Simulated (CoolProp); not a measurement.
Vapour-liquid equilibrium of m-xylene (1) + n-decane (2) at 416.9 K; x and y are mole fractions of (1).

Model: multi-fluid Helmholtz-energy mixture model, Zhou 2012 and Lemmon 2006; pair parameters Bell 2016, in CoolProp.

Question: Give the bubble pressure and the first vapour's composition at x = 0.05, 0.2, 0.275. Is there an azeotrope?

Answer: x = 0.05: 0.4760 bar, y = 0.125; x = 0.2: 0.5879 bar, y = 0.396; x = 0.275: 0.6415 bar, y = 0.494. No azeotrope shows between x = 0.05 and 0.95.

Pair parameters are fitted to limited data, so mixtures are less certain than the pure fluids.
